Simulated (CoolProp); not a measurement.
Vapour-liquid equilibrium of propane (1) + n-pentane (2) at 0.0202 MPa; x and y are mole fractions of (1).

The numbers come from the multi-fluid Helmholtz-energy mixture model, Lemmon 2009 and Thol 2019; pair parameters Kunz 2012 in CoolProp.

```csv
x,"bubble temperature, mixture model (K)","bubble temperature, Raoult's law (K)","y, mixture model","y, Raoult's law"
0.05,248.4,252.5,?,0.591
0.2,?,229.0,0.940,0.918
0.35,?,218.4,0.974,0.969
0.5,210.0,211.9,0.986,0.986
0.65,?,207.2,0.992,0.993
0.8,203.4,203.7,?,0.997
0.95,200.8,200.8,0.999,0.999
```

Q: Fill in the missing entries.

A: 
- 0.05, y, mixture model: 0.670
- 0.2, bubble temperature, mixture model (K): 224.2
- 0.35, bubble temperature, mixture model (K): 215.2
- 0.65, bubble temperature, mixture model (K): 206.3
- 0.8, y, mixture model: 0.996

The largest gap from Raoult's law is -4.8 K in bubble temperature, at x = 0.2. No azeotrope shows between x = 0.05 and 0.95.

The pair parameters rest on a limited set of measurements; away from them the model extrapolates.
